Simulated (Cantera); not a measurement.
Cantera run:

```python
import numpy as np
import cantera as ct

gas_names = [...]  # 136 gases of nasa_gas.yaml made of C, H, N, O
cond_names = """
    C(gr) C6H6(L) C7H8(L) C8H18(L),n-octa H2O(s) H2O(L)
""".split()


# ... load() reads the species with a 1 bar reference pressure and builds the phases ...
atoms = {
    'C': {'C': 1},
    'CO2': {'C': 1, 'O': 2},
    'N2': {'N': 2},
    'NH3': {'N': 1, 'H': 3},
}
top_T = {'C(gr)': 4500}  # K; cautious upper limits of use, not melting points


# ... equilibrate(T, P, feed) seeds the gas with the atoms and calls Mixture.equilibrate('TP', solver="vcs", rtol=1e-11, max_steps=5000) ...
results = []
feed = {'C': 1, 'CO2': 4.7, 'N2': 18, 'NH3': 0.96}  # mol
T = 750  # K
P = 1333.22  # Pa
mix = equilibrate(T, P, feed)
results.append((T, P, feed, dict(zip(mix.species_names, mix.species_moles))))
print(gas.report(threshold=1e-06))
for i in range(1, mix.n_phases):
    print(f"{mix.phase(i).name:16s} {mix.phase_moles(i):12.5e} mol")
```

It prints:

```
       temperature   750 K
          pressure   1333.2 Pa
           density   0.0061712 kg/m^3
  mean mol. weight   28.865 kg/kmol
   phase of matter   gas

                          1 kg             1 kmol
                     ---------------   ---------------
          enthalpy       -1.7532e+06       -5.0605e+07  J
   internal energy       -1.9692e+06       -5.6841e+07  J
           entropy            9179.8        2.6497e+05  J/K
    Gibbs function       -8.6381e+06       -2.4933e+08  J
 heat capacity c_p            1168.1             33716  J/K
 heat capacity c_v            880.03             25402  J/K

                      mass frac. Y      mole frac. X     chem. pot. / RT
                     ---------------   ---------------   ---------------
               CH4        2.1216e-05        3.8172e-05           -50.498
                CO          0.086399          0.089035           -49.371
               CO2           0.20343           0.13343            -96.76
                H2         0.0031493          0.045092           -24.257
               H2O         0.0068914          0.011042           -71.646
                N2           0.70011           0.72137           -28.822
     [ +130 minor]        3.2876e-07        5.5593e-07

C(gr)             0.00000e+00 mol
```

Cantera equilibrium calculation (NASA polynomials, part measured and part estimated; ideal gas, pure solids and liquids).
